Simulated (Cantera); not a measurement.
Mixture: C₃H₈ : O₂ : N₂ = 1 : 10.6 : 40 (molar parts), equivalence ratio 0.47, at 1.38 atm, adiabatic and at constant volume. Ignition delay is the time to a rise of 400 K.

Cantera simulation using GRI-Mech 3.0 (53 species, 325 reactions); the numbers are that mechanism's predictions, not measurements. GRI-Mech 3.0 was tuned for natural gas; its chemistry of propane as a main component is partial and can be far from experiment.

### Question
What does this change do: pressure from 1.38 atm to 9.87 atm?

### Answer
```
quantity                                                before       after
--------------------------------------------------  ----------  ----------
delay at 1123 K                                        23.8 ms     5.74 ms
delay at 1223 K                                        2.90 ms    0.952 ms
delay at 1323 K                                       0.493 ms    0.183 ms
delay at 1423 K                                       0.124 ms     44.9 µs
delay at 1523 K                                        44.3 µs     14.5 µs
delay at 1623 K                                        21.0 µs     5.98 µs
delay at 1723 K                                        12.1 µs     3.02 µs
apparent activation energy between 1523 and 1723 K  140 kJ/mol  170 kJ/mol
```

### Question
What does this change do: pressure from 1.38 atm to 1.00 atm?

### Answer
```csv
quantity,before,after
delay at 1123 K,23.8 ms,28.4 ms
delay at 1223 K,2.90 ms,3.37 ms
delay at 1323 K,0.493 ms,0.575 ms
delay at 1423 K,0.124 ms,0.148 ms
delay at 1523 K,44.3 µs,54.5 µs
delay at 1623 K,21.0 µs,26.5 µs
delay at 1723 K,12.1 µs,15.6 µs
apparent activation energy between 1523 and 1723 K,140 kJ/mol,140 kJ/mol
```

### Question
What does this change do: constant pressure in place of constant volume?

### Answer
```
quantity                                                before       after
--------------------------------------------------  ----------  ----------
delay at 1123 K                                        23.8 ms     24.6 ms
delay at 1223 K                                        2.90 ms     3.04 ms
delay at 1323 K                                       0.493 ms    0.525 ms
delay at 1423 K                                       0.124 ms    0.134 ms
delay at 1523 K                                        44.3 µs     49.3 µs
delay at 1623 K                                        21.0 µs     24.0 µs
delay at 1723 K                                        12.1 µs     14.3 µs
apparent activation energy between 1523 and 1723 K  140 kJ/mol  140 kJ/mol
```
